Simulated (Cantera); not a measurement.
Standard-state values (1 bar) from the NASA 1993 polynomials, evaluated with Cantera. Values are per mole of reaction as written; species without (g) are pure solids or liquids, kept so even where they would boil at 1 bar.

10 S + C3H8(g) = 3 CS2(g) + 4 H2S(g), with ΔH° = 373.5 kJ and ΔS° = 945.9 J/K at 300 K.

Q: How far is the shortcut ΔG° ≈ ΔH°(300 K) − T·ΔS°(300 K) from the full temperature-dependent value at 600, 650, 700, 750, 800 K?

A: 
```csv
T (K),shortcut (kJ),full (kJ),difference (kJ),difference in log10 K,condensed phases
600,-194.1,-170.5,-23.5,2.05,S(l)
650,-241.3,-210.1,-31.3,2.51,S(l)
700,-288.6,-249.1,-39.5,2.95,S(l)
750,-335.9,-287.8,-48.2,3.35,S(l)
800,-383.2,-326.0,-57.2,3.74,S(l)
```
The shortcut ignores heat capacities and the phase changes listed.
